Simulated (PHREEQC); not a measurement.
NaF is added in steps, without added water, to 1 kg of water holding 4.7 mmol/kgw CdSO4 and 6.3 mmol/kgw H2SO4, at 25 °C. Oxygen is held at 0.21 atm. CO2 from the air is kept out. Solids allowed: Cd(OH)2, Mirabilite, CdF2. Others were left out.

Base run: PHREEQC, ion-association model, wateq4f.dat. Each further column changes one thing. The table gives F- (mol/kgw).

```
NaF added (mol)      base  all activity coefficients set to 1  database phreeqc.dat  Debye-Hückel limiting law  Davies equation for every ion
---------------  --------  ----------------------------------  --------------------  -------------------------  -----------------------------
0                       0                                   0                     0                          0                              0
0.003187         0.000346                            0.000288              0.000350                   0.000365                       0.000349
0.005313         0.000689                            0.000583              0.000702                   0.000725                       0.000695
0.0085            0.00148                             0.00130               0.00152                    0.00155                        0.00149
0.01169           0.00277                             0.00253               0.00283                    0.00286                        0.00279
0.01381           0.00395                             0.00369               0.00401                    0.00405                        0.00397
0.017             0.00611                             0.00586               0.00617                    0.00621                        0.00613
```

 phreeqc.dat and wateq4f.dat share most of their constants, so their agreement is no independent check. Solids allowed in the column 'database phreeqc.dat': Cd(OH)2.
